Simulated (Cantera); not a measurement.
Feed: 1 mol SiF4, 2 mol O3, 79 mol N2, equilibrated at 10.0 mbar.

Cantera equilibrium calculation (NASA polynomials, part measured and part estimated; ideal gas, pure solids and liquids). Candidate condensed phases: Si, SiO2, Si2N2O, Si3N4; 28 gas species. Kinetics and transport are ignored.

Task: At 1648 K, list the 5 most abundant gas species with their mole fractions, and the condensed phases.

Result: N2 0.951, O2 0.0356, SiF4 0.0120, NO 0.00107, O 4.78e-5. Condensed: gas only.
